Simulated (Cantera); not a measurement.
Feed: 1 mol CH3F, 0.61 mol CH4, 0.21 mol Si, held at 1548.15 K and 10.0 mbar.

Equilibrium computed with Cantera from the NASA thermochemical tables; the gas is ideal and each condensed phase is pure. Candidate condensed phases: C, C6H6, C7H8, C8H18, Si, SiC; 113 gas species. The tables' values for SiF3, SiF2 are old estimates; treat these amounts as uncertain. Rates play no part.

Base state: H2 0.870, SiF4 0.0628, HF 0.0600, SiF3 0.00587, SiHF3 0.000624, H 0.000288, SiF2 0.000288, CH4 1.55e-5 (mole fractions); condensed: C(graphite).

Task: What changes in the equilibrium state with this change: 2 mol Cl2 added?

Result: 
```tsv
species	before	after
HCl	0	0.794
H2	0.870	0.126
SiF4	0.0628	0.0388
HF	0.0600	0.0371
Cl	0	0.000551
SiCl2	0	0.000364
C(graphite), mol	1.61	1.61
```
The tables' values for SiF3, SiCl3, SiF2 are old estimates; treat these amounts as uncertain.
